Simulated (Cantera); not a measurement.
Charge: 1 mol AlCl3, 19 mol N2, equilibrated at 16.0 Pa.

Method: chemical equilibrium by Gibbs-energy minimisation in Cantera with the NASA 1993 tables (ideal gas, pure condensed phases). Candidate condensed phases: Al, AlCl3, AlN; 11 gas species. The tables' values for AlCl2 are old estimates; treat these amounts as uncertain. The numbers say what is thermodynamically allowed, not how fast it happens.

x: gas mole fraction; nothing condenses.

```tsv
T (K)	x N2	x Cl	x AlCl3	x AlCl	x AlCl2	x Al	x Al2Cl6
673	0.950	2.48e-12	0.0499	<1e-12	2.50e-12	<1e-12	3.95e-5
873	0.950	1.51e-8	0.0500	2.24e-12	1.51e-8	<1e-12	3.04e-7
1073	0.950	?	0.0500	?	3.53e-6	<1e-12	?
1273	0.950	0.000158	0.0498	8.49e-6	0.000141	<1e-12	2.14e-9
1473	0.947	0.00282	0.0476	0.000543	0.00173	7.49e-10	4.83e-10
1673	0.926	0.0255	0.0320	0.00876	0.00801	1.94e-7	7.77e-11
1873	0.875	?	?	?	0.00674	?	<1e-12
2073	0.864	0.0902	4.20e-5	0.0441	0.00105	0.000331	<1e-12
```

Task: Some entries are withheld; supply them.

Result: 
- 1873, x Cl: 0.0789
- 1873, x AlCl3: 0.00323
- 1873, x AlCl: 0.0361
- 1873, x Al: 1.30e-5
- 1073, x Cl: 3.56e-6
- 1073, x AlCl: 1.88e-8
- 1073, x Al2Cl6: 1.56e-8
